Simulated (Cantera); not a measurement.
Cantera run:

```python
import numpy as np
import cantera as ct

gas_names = [...]  # 113 gases of nasa_gas.yaml made of C, H, O, Ti
cond_names = """
    C(gr) C6H6(L) C7H8(L) C8H18(L),n-octa H2O(s) H2O(L) Ti(a) Ti(b) Ti(L) TiC(s) TiC(L) TiO(a) TiO(b)
    TiO(L) TiO2(ru) TiO2(L) Ti2O3(a) Ti2O3(b) Ti2O3(L) Ti3O5(a) Ti3O5(b) Ti3O5(L) Ti4O7(s) Ti4O7(L)
""".split()


# ... load() reads the species with a 1 bar reference pressure and builds the phases ...
atoms = {
    'Ti': {'Ti': 1},
    'C3H8': {'C': 3, 'H': 8},
    'H2': {'H': 2},
    'O2': {'O': 2},
}
top_T = {'C(gr)': 4500}  # K; cautious upper limits of use, not melting points


# ... equilibrate(T, P, feed) seeds the gas with the atoms and calls Mixture.equilibrate('TP', solver="vcs", rtol=1e-11, max_steps=5000) ...
results = []
feed = {'Ti': 1, 'C3H8': 0.37, 'H2': 140, 'O2': 0.26}  # mol
P = 1300  # Pa
for T in [1148, 1198, 1248, 1298, 1348, 1398, 1448, 1498, 1548, 1598, 1648, 1698, 1748, 1798]:
    mix = equilibrate(T, P, feed)
    results.append((T, P, feed, dict(zip(mix.species_names, mix.species_moles))))

top = {s: max(r[3][s] / sum(r[3][g] for g in gas_names) for r in results) for s in gas_names}
cols = sorted((s for s in top if top[s] > 1e-06), key=lambda s: -top[s])[:5]
seen = [c for c in cond_names if any(r[3].get(c, 0) > 1e-12 for r in results)]
print("log10 of partial pressures in bar; condensed amounts in mol")
print(f"{'T/K':>10s}" + "".join(f"{s[:9]:>10s}" for s in cols + seen))
for T, P, feed, n in results:
    ng = sum(n[g] for g in gas_names)
    print(f"{T:10.4g}" + "".join(f"{np.log10(max(n[s] / ng * P / 1e5, 1e-99)):10.3f}" for s in cols)
          + "".join(f"{n.get(c, 0):10.4g}" for c in seen))
```

Output:

```
log10 of partial pressures in bar; condensed amounts in mol
       T/K        H2         H        CO       CH4       H2O    TiC(s)    TiO(b)  Ti2O3(b)
      1148    -1.887    -8.088    -4.608    -6.147    -7.064    0.8333         0   0.08337
      1198    -1.887    -7.664    -4.603    -6.614    -7.020    0.8354         0   0.08232
      1248    -1.887    -7.274    -4.601    -7.046    -6.982    0.8361         0   0.08197
      1298    -1.887    -6.913    -4.601    -7.444    -6.948    0.8363         0   0.08183
      1348    -1.887    -6.579    -4.601    -7.812    -6.918    0.8365         0   0.08177
      1398    -1.887    -6.268    -4.601    -8.153    -6.890    0.8365         0   0.08173
      1448    -1.887    -5.979    -4.601    -8.470    -6.865    0.8366         0   0.08171
      1498    -1.887    -5.708    -4.601    -8.765    -6.842    0.8366         0   0.08169
      1548    -1.887    -5.455    -4.541    -9.003    -6.798    0.7959    0.2041         0
      1598    -1.887    -5.217    -4.541    -9.218    -6.821    0.7958    0.2042         0
      1648    -1.887    -4.994    -4.541    -9.419    -6.843    0.7958    0.2042         0
      1698    -1.888    -4.784    -4.541    -9.607    -6.865    0.7957    0.2042         0
      1748    -1.888    -4.585    -4.541    -9.784    -6.886    0.7957    0.2042         0
      1798    -1.888    -4.398    -4.541    -9.951    -6.906    0.7956    0.2041         0
```

Equilibrium computed with Cantera from the NASA thermochemical tables; the gas is ideal and each condensed phase is pure. Mutual solubility and eutectic melting of coexisting phases are not modelled. TiC, TiO: taken at fixed stoichiometry. Condensed phases not in the tables: solid solutions among these carbides, nitrides and lower oxides.
